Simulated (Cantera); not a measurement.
A Cantera script and its output.

```python
import numpy as np
import cantera as ct

gas = ct.Solution("h2o2.yaml")
gas.TPX = 1350, 730, {'H2': 0.018, 'O2': 1}
reactor = ct.IdealGasConstPressureReactor(gas, energy="off", clone=False)
net = ct.ReactorNet([reactor])
net.rtol, net.atol = 1e-08, 1e-18
show = ['H2', 'O2', 'H2O', 'OH', 'O', 'HO2', 'H']
times = np.geomspace(0.0004, 200, 12)

steps = ct.SolutionArray(gas, extra=["t"])
rows = []
print(f"{'t/s':>10s}{'T/K':>9s}{'P/Pa':>11s}" + "".join(f"{s:>11s}" for s in show))
for t in times:
    while net.time < t:
        t_next = net.step()
        steps.append(gas.state, t=t_next)
    rows.append([np.interp(t, steps.t, y) for y in (steps.T, steps.P, *steps(*show).X.T)])
    print(f"{t:10.3e}{rows[-1][0]:9.1f}{rows[-1][1]:11.4g}" + "".join(f"{x:11.3e}" for x in rows[-1][2:]))
rate = np.gradient(steps.T, steps.t)
print("integrator steps:", len(steps.t))
if steps.T.max() > steps.T[0] + 200:
    print(f"time of steepest temperature rise: {steps.t[rate.argmax()]:.4e} s")
gas.TPX = 1350, 730, {'H2': 0.018, 'O2': 1}
gas.equilibrate("TP")
print(f"equilibrium (TP): T = {gas.T:.1f} K  " + "  ".join(f"{s} {gas[s].X[0]:.3e}" for s in show))
```

Output:

```
       t/s      T/K       P/Pa         H2         O2        H2O         OH          O        HO2          H
 4.000e-04   1350.0        730  1.768e-02  9.823e-01  3.011e-08  5.162e-08  5.946e-08  4.336e-08  1.403e-08
 1.319e-03   1350.0        730  1.768e-02  9.823e-01  1.040e-06  8.187e-07  1.015e-06  1.430e-07  1.676e-07
 4.347e-03   1350.0        730  1.468e-02  9.796e-01  2.172e-03  1.358e-03  1.863e-03  5.550e-07  3.065e-04
 1.433e-02   1350.0        730  1.205e-04  9.660e-01  1.608e-02  2.038e-03  1.485e-02  4.683e-07  9.329e-04
 4.725e-02   1350.0        730  1.147e-04  9.668e-01  1.615e-02  1.991e-03  1.412e-02  4.584e-07  8.657e-04
 1.558e-01   1350.0        730  9.877e-05  9.690e-01  1.635e-02  1.850e-03  1.204e-02  4.283e-07  6.845e-04
 5.136e-01   1350.0        730  6.380e-05  9.737e-01  1.678e-02  1.490e-03  7.618e-03  3.470e-07  3.472e-04
 1.693e+00   1350.0        730  2.278e-05  9.791e-01  1.731e-02  8.931e-04  2.653e-03  1.986e-07  7.208e-05
 5.582e+00   1350.0        730  4.231e-06  9.815e-01  1.763e-02  3.856e-04  4.852e-04  6.791e-08  5.677e-06
 1.840e+01   1350.0        730  6.064e-07  9.820e-01  1.776e-02  1.461e-04  6.913e-05  2.024e-08  3.063e-07
 6.067e+01   1350.0        730  1.049e-07  9.821e-01  1.781e-02  6.083e-05  1.195e-05  1.731e-08  2.204e-08
 2.000e+02   1350.0        730  4.474e-08  9.821e-01  1.782e-02  3.974e-05  5.097e-06  2.289e-08  6.146e-09
integrator steps: 1925
equilibrium (TP): T = 1350.0 K  H2 4.324e-08  O2 9.821e-01  H2O 1.782e-02  OH 3.907e-05  O 4.926e-06  HO2 2.320e-08  H 5.839e-09
```

Computed with Cantera and the H2/O2 subset of GRI-Mech 3.0, which has no nitrogen chemistry. Radical loss at walls, strong at low pressure, is not modelled.
